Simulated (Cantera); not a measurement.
A perfectly stirred reactor is fed with CH4 : O2 : N2 : CO2 = 1 : 1.18 : 3.18 : 0.53 (molar parts), at 250000 Pa; it is adiabatic with a 325 K inlet, and is followed from long to short residence time, starting on the burning branch (τ in s: 0.045, 0.017, 0.0066, 0.0025, 0.00097, 0.00037, 0.00014, 5.4e-05, 2.1e-05).

Model: GRI-Mech 3.0 (53 species, 325 reactions), integrated in Cantera.

Q: Predict: blow-out, bracketed by the residence times tried; x(CH4) at τ = 45.0 ms; x(O2) at τ = 45.0 ms; x(CO2) at τ = 45.0 ms; x(CH2) at τ = 45.0 ms; x(HCO) at τ = 45.0 ms; x(CH4) at τ = 0.970 ms; x(O2) at τ = 0.970 ms; x(CO2) at τ = 0.970 ms.

A: 
| Item | Result |
|---|---|
| blow-out, bracketed by the residence times tried | burning at 2.50 ms, out at 0.970 ms |
| x(CH4) at τ = 45.0 ms | 0.00677 |
| x(O2) at τ = 45.0 ms | 0.000856 |
| x(CO2) at τ = 45.0 ms | 0.0893 |
| x(CH2) at τ = 45.0 ms | 6.45e-7 |
| x(HCO) at τ = 45.0 ms | 5.68e-8 |
| x(CH4) at τ = 0.970 ms | 0.170 |
| x(O2) at τ = 0.970 ms | 0.200 |
| x(CO2) at τ = 0.970 ms | 0.0900 |
